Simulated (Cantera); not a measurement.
A closed system holds: 1 mol B, 1.4 mol N2, 6.8 mol H2, held at 0.0190 bar.

Method: chemical equilibrium by Gibbs-energy minimisation in Cantera with the NASA 1993 tables (ideal gas, pure condensed phases). Candidate condensed phases: B, BN; 15 gas species. The numbers say what is thermodynamically allowed, not how fast it happens.

**Question.** At 1825 K, list the 3 most abundant gas species with their mole fractions, and the condensed phases.

**Answer.** H2 0.880, N2 0.117, H 0.00300. Condensed: BN(s).
